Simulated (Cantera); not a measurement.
A closed system holds: 1 mol Al₂O₃, 0.31 mol H₂, 0.67 mol N₂, held at 1975 K and 0.0700 bar.

These are equilibrium values from Cantera (NASA tables, ideal gas, pure condensed phases), not measurements of a reactor. Candidate condensed phases: Al, AlN, Al₂O₃, H₂O; 35 gas species. Equilibrium is a limit: real reactors are often held back by kinetics, nucleation or transport.

Base state: N₂ 0.683, H₂ 0.314, H 0.00290, H₂O 0.000105, Al 5.13e-5, Al₂O 1.12e-5 (mole fractions); condensed: Al₂O₃(s).

Question: What changes in the equilibrium state with this change: pressure from 0.0700 bar to 0.390 bar?

Answer: 
```tsv
species	before	after
N₂	0.683	0.683
H₂	0.314	0.315
H	0.00290	0.00123
Al	5.13e-5	2.40e-5
H₂O	0.000105	5.56e-5
Al₂O	1.12e-5	7.25e-6
Al₂O₃(s), mol	1.000	1.000
```

Question: What changes in the equilibrium state with this change: temperature from 1975 K to 675 K?

Answer: 
```json
[
 {"species": "N₂", "before": "0.683", "after": "0.684"},
 {"species": "H₂", "before": "0.314", "after": "0.316"},
 {"species": "NH₃", "before": "2.14e-7", "after": "0.000135"},
 {"species": "H", "before": "0.00290", "after": "<1e-9"},
 {"species": "Al", "before": "5.13e-5", "after": "<1e-9"},
 {"species": "H₂O", "before": "0.000105", "after": "<1e-9"},
 {"species": "Al₂O", "before": "1.12e-5", "after": "<1e-9"},
 {"species": "Al₂O₃(s), mol", "before": "1.000", "after": "1.00"}
]
```
